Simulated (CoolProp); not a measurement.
A Linde-Hampson liquefier for ethylene: isothermal reversible compression at 320 K from 1 atm to 5 MPa, throttling to 1 atm, return gas leaving the recuperator 2 K below the feed. Each further row changes one setting.

Model: reference Helmholtz-energy equation of state, Smukala 2000, in CoolProp.

| case | liquid yield per pass | compression work (kJ/kg of gas) |
|---|---|---|
| as stated | 0.117 | 347 |
| high pressure 10 MPa | 0.317 | 386 |
| warm-end temperature 350 K | 0.083 | 387 |
| warm-end gap 7 K | 0.106 | 347 |
